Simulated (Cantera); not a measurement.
Input (Python, Cantera) and output of one run.

```python
import numpy as np
import cantera as ct

gas_names = """
    C CN C2 CCN CNC C2N2 C3 C4 C4N2 C5 N N2 Si SiC SiC2 SiN Si2 Si2C Si2N Si3
""".split()
cond_names = """
    C(gr) Si(cr) Si(L) SiC(b) Si3N4(a)
""".split()


# ... load() reads the species with a 1 bar reference pressure and builds the phases ...
atoms = {
    'SiC': {'Si': 1, 'C': 1},
    'Si': {'Si': 1},
    'N2': {'N': 2},
}
top_T = {'C(gr)': 4500, 'SiC(b)': 3050, 'Si3N4(a)': 2400}  # K; cautious upper limits of use, not melting points


# ... equilibrate(T, P, feed) seeds the gas with the atoms and calls Mixture.equilibrate('TP', solver="gibbs", rtol=1e-10, max_steps=50000) ...
results = []
feed = {'SiC': 1, 'Si': 0.032, 'N2': 0.48}  # mol
T = 2623  # K
P = 430  # Pa
mix = equilibrate(T, P, feed)
results.append((T, P, feed, dict(zip(mix.species_names, mix.species_moles))))
x = sorted(zip(gas.X, gas.species_names), reverse=True)
print(f"T = {T:g} K  P = {P:g} Pa  gas = {mix.phase_moles(0):.4g} mol")
print("   x: " + "  ".join(f"{s} {v:.3e}" for v, s in x if v > 0.0001))
print("   condensed (mol): " + ("  ".join(f"{mix.phase(i).name} {mix.phase_moles(i):.4g}"
      for i in range(1, mix.n_phases) if mix.phase_moles(i) > 1e-12) or "none"))
```

Result:

```
T = 2623 K  P = 430 Pa  gas = 1.442 mol
   x: Si 4.508e-01  N2 3.307e-01  SiC2 1.636e-01  Si2C 4.690e-02  Si2 2.430e-03  CN 2.392e-03  SiN 1.435e-03  C3 7.142e-04  SiC 3.740e-04  Si2N 1.998e-04  C 1.938e-04
   condensed (mol): C(gr) 0.4526
```

These are equilibrium values from Cantera (NASA tables, ideal gas, pure condensed phases), not measurements of a reactor. The tables' values for SiN are old estimates; treat these amounts as uncertain.
